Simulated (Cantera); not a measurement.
Input: 1 mol Si3H8, 0.37 mol HCl, 13 mol H2, 0.31 mol Cl2, at 1373.15 K and 8.20 mbar.

These are equilibrium values from Cantera (NASA tables, ideal gas, pure condensed phases), not measurements of a reactor. Candidate condensed phases: Si; 19 gas species. The feed counts by its element totals alone. The tables' values for SiCl3 are old estimates; treat these amounts as uncertain. Equilibrium is a limit: real reactors are often held back by kinetics, nucleation or transport.

Problem. What is the equilibrium state?

Solution. 
```
Property       Result
----------  ---------
x(H2)           0.950
x(HCl)         0.0438
x(SiCl2)      0.00581
x(SiCl3)     0.000144
x(H)          3.59e-5
x(SiHCl3)     2.27e-5
x(SiCl4)      1.65e-5
x(SiH2Cl2)    4.61e-6
x(Cl)         1.37e-6
n(Si(s))     2.89 mol
gas amount  17.68 mol
```
